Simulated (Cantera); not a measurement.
A Cantera script and what it prints.

```python
import numpy as np
import cantera as ct

gas_names = """
    Mg MgO MgS Mg2 O O2 O3 S SO SO2 SO3 S2 S2O S8
""".split()
cond_names = """
    Mg(cr) Mg(L) MgO(s) MgO(L) MgS(s) MgSO4(s) MgSO4(L) S(cr1) S(cr2) S(L)
""".split()


# ... load() reads the species with a 1 bar reference pressure and builds the phases ...
atoms = {
    'MgO': {'Mg': 1, 'O': 1},
    'SO2': {'S': 1, 'O': 2},
    'O2': {'O': 2},
}
top_T = {'MgS(s)': 2250}  # K; cautious upper limits of use, not melting points


# ... equilibrate(T, P, feed) seeds the gas with the atoms and calls Mixture.equilibrate('TP', solver="vcs", rtol=1e-11, max_steps=5000) ...
results = []
feed = {'MgO': 1, 'SO2': 4.4, 'O2': 5.3}  # mol
T = 1575  # K
P = 1300000  # Pa
mix = equilibrate(T, P, feed)
results.append((T, P, feed, dict(zip(mix.species_names, mix.species_moles))))
x = sorted(zip(gas.X, gas.species_names), reverse=True)
print(f"T = {T:g} K  P = {P:g} Pa  gas = {mix.phase_moles(0):.4g} mol")
print("   x: " + "  ".join(f"{s} {v:.3e}" for v, s in x if v > 1e-06))
print("   condensed (mol): " + ("  ".join(f"{mix.phase(i).name} {mix.phase_moles(i):.4g}"
      for i in range(1, mix.n_phases) if mix.phase_moles(i) > 1e-12) or "none"))
```

Result:

```
T = 1575 K  P = 1.3e+06 Pa  gas = 9.558 mol
   x: O2 5.397e-01  SO2 4.307e-01  SO3 2.962e-02  O 2.181e-06
   condensed (mol): MgO(s) 1
```

These are equilibrium values from Cantera (NASA tables, ideal gas, pure condensed phases), not measurements of a reactor.
